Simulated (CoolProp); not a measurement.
Computed with CoolProp (reference Helmholtz-energy equation of state, Thol 2021).

### Question
Give the vapour pressure (MPa), vapour density (kg/m³), liquid cp (kJ/(kg K)) of saturated chlorine at -14.35 °C.

### Answer
```
T (°C)  p (MPa)  vapour density (kg/m³)  liquid cp (kJ/(kg K))
------  -------  ----------------------  ---------------------
-14.35    0.223                    7.72                  0.950
```
